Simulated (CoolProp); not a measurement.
Properties of R142b along the isotherm 349.4 K.

Computed with CoolProp (reference Helmholtz-energy equation of state, Lemmon 2006). It is a short technical equation, of lower accuracy than the large ones.

```
p (bar)   phase        Z  cp (kJ/(kg K))  speed of sound (m/s)  Joule-Thomson coefficient (K/MPa)  viscosity (µPa s)
-------  ------  -------  --------------  --------------------  ---------------------------------  -----------------
7.24        gas   0.8834           1.022                 161.1                              18.01               12.2
14.5     liquid  0.05201           1.512                 425.9                             0.2133                134
21.7     liquid  0.07735           1.494                 437.9                             0.1721                137
29       liquid   0.1028           1.478                 449.4                             0.1354                139
36.2     liquid   0.1276           1.465                 460.2                             0.1034                142
43.4     liquid   0.1521           1.453                 470.5                            0.07474                144
50.7     liquid   0.1768           1.442                 480.5                            0.04857                147
57.9     liquid   0.2010           1.432                 489.9                            0.02516                149
65.2     liquid   0.2253           1.423                 499.1                           0.003505                151
72.4     liquid   0.2492           1.415                 507.8                           -0.01607                153
79.6     liquid   0.2728           1.407                 516.3                           -0.03411                155
86.9     liquid   0.2967           1.400                 524.6                           -0.05102                158
94.1     liquid   0.3200           1.394                 532.5                           -0.06650                160
101      liquid   0.3423           1.388                 539.9                           -0.08034                162
```

Viscosity comes from a separate model (Huber 2003), an estimate that may be off by 10 % or more.
